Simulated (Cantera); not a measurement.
What does this Cantera script print?

```python
import numpy as np
import cantera as ct

gas = ct.Solution("gri30.yaml")
gas.TPX = 1098, 76000, {'N2O': 1, 'H2O': 0.0079}
reactor = ct.IdealGasConstPressureReactor(gas, energy="off", clone=False)
net = ct.ReactorNet([reactor])
net.rtol, net.atol = 1e-08, 1e-18
show = ['N2O', 'H2O', 'O', 'O2', 'H2', 'OH', 'H']
times = np.geomspace(6e-06, 4, 13)

steps = ct.SolutionArray(gas, extra=["t"])
rows = []
print(f"{'t/s':>10s}{'T/K':>9s}{'P/Pa':>11s}" + "".join(f"{s:>11s}" for s in show))
for t in times:
    while net.time < t:
        t_next = net.step()
        steps.append(gas.state, t=t_next)
    rows.append([np.interp(t, steps.t, y) for y in (steps.T, steps.P, *steps(*show).X.T)])
    print(f"{t:10.3e}{rows[-1][0]:9.1f}{rows[-1][1]:11.4g}" + "".join(f"{x:11.3e}" for x in rows[-1][2:]))
rate = np.gradient(steps.T, steps.t)
print("integrator steps:", len(steps.t))
if steps.T.max() > steps.T[0] + 200:
    print(f"time of steepest temperature rise: {steps.t[rate.argmax()]:.4e} s")
gas.TPX = 1098, 76000, {'N2O': 1, 'H2O': 0.0079}
gas.equilibrate("TP")
print(f"equilibrium (TP): T = {gas.T:.1f} K  " + "  ".join(f"{s} {gas[s].X[0]:.3e}" for s in show))
```

It prints:

```
       t/s      T/K       P/Pa        N2O        H2O          O         O2         H2         OH          H
 6.000e-06   1098.0    7.6e+04  9.922e-01  7.838e-03  1.290e-07  3.435e-08  3.440e-18  4.069e-10  4.725e-15
 1.834e-05   1098.0    7.6e+04  9.922e-01  7.838e-03  2.519e-07  2.371e-07  3.010e-16  2.795e-09  1.009e-13
 5.608e-05   1098.0    7.6e+04  9.922e-01  7.838e-03  3.123e-07  1.149e-06  1.133e-14  1.331e-08  7.004e-13
 1.714e-04   1098.0    7.6e+04  9.921e-01  7.838e-03  3.146e-07  4.107e-06  2.624e-13  4.483e-08  2.521e-12
 5.241e-04   1098.0    7.6e+04  9.921e-01  7.838e-03  3.145e-07  1.316e-05  5.181e-12  1.208e-07  7.478e-12
 1.602e-03   1098.0    7.6e+04  9.920e-01  7.837e-03  3.144e-07  4.083e-05  7.065e-11  2.454e-07  1.930e-11
 4.899e-03   1098.0    7.6e+04  9.918e-01  7.836e-03  3.139e-07  1.255e-04  5.133e-10  4.795e-07  4.566e-11
 1.498e-02   1098.0    7.6e+04  9.909e-01  7.834e-03  3.130e-07  3.853e-04  2.098e-09  9.791e-07  7.435e-11
 4.579e-02   1098.0    7.6e+04  9.883e-01  7.827e-03  3.096e-07  1.179e-03  4.053e-09  1.377e-06  8.376e-11
 1.400e-01   1098.0    7.6e+04  9.806e-01  7.807e-03  3.002e-07  3.588e-03  3.132e-09  1.807e-06  8.775e-11
 4.280e-01   1098.0    7.6e+04  9.574e-01  7.746e-03  2.874e-07  1.080e-02  1.645e-09  2.243e-06  8.773e-11
 1.308e+00   1098.0    7.6e+04  8.918e-01  7.575e-03  2.746e-07  3.139e-02  1.224e-09  2.541e-06  8.685e-11
 4.000e+00   1098.0    7.6e+04  7.278e-01  7.145e-03  2.528e-07  8.300e-02  9.912e-10  2.545e-06  7.820e-11
integrator steps: 1094
equilibrium (TP): T = 1098.0 K  N2O 5.822e-09  H2O 5.239e-03  O 1.578e-09  O2 3.315e-01  H2 1.318e-11  OH 1.815e-07  H 1.037e-13
```

Model: GRI-Mech 3.0 (53 species, 325 reactions), integrated in Cantera. GRI-Mech 3.0 was tuned for natural gas; its chemistry of N2O as a main component is partial and can be far from experiment. The mechanism lacks the step 2 NO + O2 → 2 NO2, which can matter for NO2 below about 1400 K. The temperature is held fixed by assumption; the heat of reaction is taken as removed at once.
